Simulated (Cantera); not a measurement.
A closed system holds: 1 mol SiH4, 0.54 mol N2, 0.94 mol H2, at 2.90 mbar.

These are equilibrium values from Cantera (NASA tables, ideal gas, pure condensed phases), not measurements of a reactor. Candidate condensed phases: Si, Si3N4; 18 gas species. Gases not in the tables: Si2H6 and higher silanes. Rates play no part.

Over these rows the condensed part is Si(l). Partial pressures as log10 of bar:

```json
[
 {"T (K)": "1723", "1000/T (1/K)": "0.5804", "log p Si": "-6.01", "log p H2": "-2.61", "log p N2": "-3.35"},
 {"T (K)": "1773", "1000/T (1/K)": "0.5640", "log p Si": "-5.67", "log p H2": "-2.61", "log p N2": "-3.35"},
 {"T (K)": "1823", "1000/T (1/K)": "0.5485", "log p Si": "-5.35", "log p H2": "-2.62", "log p N2": "-3.35"},
 {"T (K)": "1873", "1000/T (1/K)": "0.5339", "log p Si": "?", "log p H2": "-2.62", "log p N2": "-3.35"},
 {"T (K)": "1923", "1000/T (1/K)": "0.5200", "log p Si": "-4.77", "log p H2": "-2.62", "log p N2": "-3.35"},
 {"T (K)": "1973", "1000/T (1/K)": "0.5068", "log p Si": "-4.50", "log p H2": "-2.63", "log p N2": "-3.36"}
]
```

**Question.** Fit log p(Si) = a + b·(1000/T) to the five rows, give the apparent enthalpy, and predict the row at 1873 K.

**Answer.** Means: 1000/T = 0.5439, log p = -5.260. Sxy = -0.075937, Sxx = 0.0037050, so b = -20.50 and a = -5.260 − (-20.50)×0.5439 = 5.89.
Apparent enthalpy: −19.145 × (-20.50) = 392 kJ/mol. The condensed phases alone fix this pressure, through Si(l) = Si(g), so the slope is that reaction's ΔH° and the other gases don't enter. The five rows lie within 0.01 of the line.
Prediction at 1873 K: 5.89 + (-20.50)×0.5339 = -5.05. The computed value is -5.05, 0.00 from the line.
